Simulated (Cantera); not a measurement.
**Ignition delay**

Mixture: 10.0 % CH4, 1.10 % H2, 18.7 % O2, 70.2 % N2, equivalence ratio 1.1, at 9.87 atm, adiabatic and at constant pressure. Ignition delay is the time to a rise of 400 K.

Cantera simulation using GRI-Mech 3.0 (53 species, 325 reactions); the numbers are that mechanism's predictions, not measurements.

```csv
T0 (K),delay (ms)
1225,1.20
1300,0.635
1375,0.336
1450,0.179
1525,0.0968
1600,0.0535
1675,0.0306
1750,0.0182
1825,0.0112
```

- apparent activation energy between 1675 and 1825 K = 170 kJ/mol
